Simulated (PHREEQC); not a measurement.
PHREEQC input (Pitzer model, pitzer.dat):

```
SOLUTION 1
  temp 25
  units mol/kgw
  pH 7 charge
  Cl 3.8
  Na 3.8
END
SELECTED_OUTPUT 1
  -reset false
  -pH true
  -pe true
  -ionic_strength true
  -water true
  -totals C Cl Na
  -molalities H+ Na+ Cl- CO3-2 OH- HCO3- CO2
  -saturation_indices Halite Nahcolite Natron Trona
USER_PUNCH 1
  -headings p_CO2(g) phi_CO2(g) p_H2O(g) phi_H2O(g) density
  10 PUNCH PR_P("CO2(g)"), PR_PHI("CO2(g)"), PR_P("H2O(g)"), PR_PHI("H2O(g)"), RHO
PRINT
  -reset false
USE solution 1
REACTION_TEMPERATURE 1
  10
GAS_PHASE 1
  -fixed_pressure
  -pressure 5
  -temperature 10
  -volume 20
  CO2(g) 5
  H2O(g) 0
END
# ... the last block is repeated for the other 8 points of T (°C)
```

Selected output (columns that matter, 9 of 9 rows; T (°C) added in front):

```
T (°C)	pH	mu	C	Cl	Na	si_Halite	si_Nahcolite	si_Natron	si_Trona	p_CO2(g)	phi_CO2(g)	p_H2O(g)	phi_H2O(g)	density
10	3.0995	3.8009	0.14051	3.8007	3.8007	-0.6407	-3.1845	-10.068	-12.923	4.9888	0.96789	0.011184	0.94653	1.1394
20	3.1256	3.8015	0.1029	3.8012	3.8012	-0.6429	-3.0881	-9.9359	-12.691	4.979	0.97105	0.021039	0.95102	1.1341
30	3.1578	3.8024	0.078641	3.8021	3.8021	-0.6488	-3.0256	-9.8374	-12.527	4.9622	0.97385	0.037826	0.95494	1.129
40	3.1946	3.8038	0.062296	3.8036	3.8036	-0.6568	-2.9922	-9.7673	-12.422	4.9347	0.97633	0.065281	0.95835	1.1239
50	3.2351	3.806	0.050831	3.8058	3.8058	-0.6655	-2.984	-9.7216	-12.368	4.8914	0.97855	0.10856	0.96127	1.1187
60	3.2786	3.8094	0.042469	3.8092	3.8092	-0.6741	-2.998	-9.6972	-12.358	4.8255	0.98055	0.17454	0.96372	1.1132
70	3.325	3.8144	0.036119	3.8142	3.8142	-0.6819	-3.0319	-9.6915	-12.387	4.7279	0.98236	0.27211	0.9657	1.1076
80	3.3744	3.8217	0.031083	3.8215	3.8215	-0.6883	-3.0841	-9.7025	-12.451	4.5876	0.98403	0.41243	0.96723	1.1018
90	3.4273	3.8326	0.026885	3.8324	3.8324	-0.6928	-3.1537	-9.7286	-12.548	4.3909	0.98561	0.60914	0.96832	1.0958
```

In brines, pH and single-ion activities rest on the MacInnes convention. Away from 25 °C the constants follow the database's enthalpies or fits; those with neither stay at their 25 °C values.
